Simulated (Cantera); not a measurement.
An isothermal, constant-pressure homogeneous reactor starts with 2.86 % CH₄, 97.1 % N₂, at 1475 K and 100.0 Torr.

Detailed kinetics in Cantera: GRI-Mech 3.0 (53 species, 325 reactions). GRI-Mech 3.0 stops at C3 and has no aromatics, soot or wall deposition, so with more carbon than oxygen in the feed, carbon stays in small species such as C2H2 where larger ones or solid carbon would form.

**Question.** Predict: x(CH₄) at 20.0 s; x(C₂H) at 20.0 s; x(C₂H₆) at 20.0 s; x(H) at 20.0 s; x(C₂H₄) at 20.0 s; x(HCN) at 20.0 s.

**Answer.** 
```
Item                                                 Result
-----------------  ----------------------------------------
x(CH₄) at 20.0 s    0.00413 (gas-phase equilibrium 6.17e-5)
x(C₂H) at 20.0 s   2.91e-9 (gas-phase equilibrium 6.78e-10)
x(C₂H₆) at 20.0 s  6.93e-7 (gas-phase equilibrium 2.81e-10)
x(H) at 20.0 s      5.43e-6 (gas-phase equilibrium 7.29e-6)
x(C₂H₄) at 20.0 s   2.83e-5 (gas-phase equilibrium 4.84e-6)
x(HCN) at 20.0 s     8.26e-8 (gas-phase equilibrium 0.0229)
```
